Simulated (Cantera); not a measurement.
Feed: 1 mol Si, 0.86 mol SF6, 18 mol N2, at 677 °C.

Equilibrium computed with Cantera from the NASA thermochemical tables; the gas is ideal and each condensed phase is pure. Candidate condensed phases: S, Si, Si3N4; 29 gas species. The tables' values for S2F2 (SSF2), SF3 are old estimates; treat these amounts as uncertain. The numbers say what is thermodynamically allowed, not how fast it happens.

x: gas mole fraction; nothing condenses.

```
P (Pa)   x N2  x SiF4  x S2F2 (SSF2)     x SF2     x SF4     x SF3    x SF6
------  -----  ------  -------------  --------  --------  --------  -------
1       0.920  0.0511         0.0154    0.0119  0.000957  0.000299  3.60e-8
6.80    0.921  0.0512         0.0166       [?]       [?]  0.000370      [?]
46      0.922  0.0512         0.0177   0.00517   0.00316  0.000358  9.03e-7
320     0.923  0.0513         0.0184   0.00295   0.00394  0.000302  2.45e-6
2200    0.923  0.0513         0.0189       [?]   0.00442  0.000238      [?]
15000   0.924  0.0513         0.0192  0.000880   0.00470  0.000180  1.17e-5
100000  0.924  0.0513         0.0193  0.000474   0.00485  0.000134  2.31e-5
```

Problem. Complete the blanks.

Solution. 
- 6.80, x SF2: 0.00834
- 6.80, x SF4: 0.00209
- 6.80, x SF6: 2.45e-7
- 2200, x SF2: 0.00163
- 2200, x SF6: 5.60e-6
